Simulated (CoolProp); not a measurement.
A single-stage vapour-compression cycle with C2F6 (R116): evaporating at 227.15 K (dew point), condensing at 252.15 K (bubble point), superheat 0 K, subcooling 2 K, compressor efficiency 0.75, no pressure losses. Each further row changes one setting.

Computed with CoolProp (reference Helmholtz-energy equation of state, Lemmon 2006). It is a short technical equation, of lower accuracy than the large ones.

```
case                              cooling COP  pressure ratio  discharge temperature (K)  refrigerating effect (kJ/kg)  volumetric capacity (kJ/m³)
--------------------------------  -----------  --------------  -------------------------  ----------------------------  ---------------------------
as stated                                5.62            2.35                      255.5                          76.0                         2750
evaporating temperature 232.15 K         7.42            1.95                      254.7                          78.3                   (withheld)
condensing temperature 247.15 K          7.37      (withheld)                      250.0                          81.7                         2950
subcooling 7 K                           6.04            2.35                      255.5                          81.7                         2950
superheat 10 K                     (withheld)            2.35                      265.2                          83.3                   (withheld)
compressor efficiency 0.65               4.87            2.35                 (withheld)                          76.0                         2750
```

Task: Some entries are withheld; supply them.

Result: 
- evaporating temperature 232.15 K, volumetric capacity (kJ/m³): 3400
- condensing temperature 247.15 K, pressure ratio: 2.01
- superheat 10 K, cooling COP: 5.73
- superheat 10 K, volumetric capacity (kJ/m³): 2820
- compressor efficiency 0.65, discharge temperature (K): 257.9
